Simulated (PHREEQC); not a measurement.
Solution (25 °C): 21 mmol/kgw NaOH, 1.2 mmol/kgw H3BO3 and 0.061 mmol/kgw (CH3)4NCl. Closed to the air; pH follows from the charge balance.

Model: ion-association model, wateq4f.dat, run in PHREEQC.

Each row changes one thing in this solution. Precipitation was switched off in this run.

| case | pH | ionic strength (mol/kgw) | SI of Halite (NaCl) |
|---|---|---|---|
| as made | 12.23 | 0.0211 | -7.60 |
| NaOH replaced by Na2SeO3 at the same molality | 9.56 | 0.0621 | -7.36 |
| diluted 10-fold with water | 11.27 | 0.00211 | -9.52 |
| 0.00025 mol/kgw SrCl2 added | 12.23 | 0.0218 | -6.64 |
| H3BO3 from 0.0012 to 0.012 mol/kgw | 11.89 | 0.0211 | -7.60 |
| H3BO3 from 0.0012 to 0.00132 mol/kgw | 12.23 | 0.0211 | -7.60 |
| H3BO3 left out | 12.26 | 0.0211 | -7.60 |
| temperature from 25 to 55 °C | 11.38 | 0.0211 | -7.67 |

(CH3)4N+ isn't in the database: it is added as a free cation with an ion size of 4 Å. Constants without temperature data keep their 25 °C values here.
